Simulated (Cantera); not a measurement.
An adiabatic, constant-volume homogeneous reactor starts with H2 : O2 : N2 : NO = 1 : 0.417 : 1.57 : 0.0044 (molar parts), at 1475 K and 9.87 atm.

Cantera simulation using GRI-Mech 3.0 (53 species, 325 reactions); the numbers are that mechanism's predictions, not measurements. The hydrogen kinetics of GRI-Mech 3.0 are dated; newer H2 mechanisms differ, most at raised pressure. Above 3000 K some thermodynamic fits are extrapolated.

One state of this run: T (K) = 3258; P (bar) = 19.7; x H2 = 0.0853; x O2 = 0.00491; x NO = 0.00842; x N2 = 0.584; x NO2 = 2.80e-6; x N2O = 1.85e-6; x H2O = 0.265. x: mole fraction; the columns are a selection and need not sum to one.

**Question.** Which value of t (s) does it belong to?
A) 2.00e-6
B) 0.000117
C) 4.51e-6
D) 1.02e-5

**Answer.** B, 0.000117
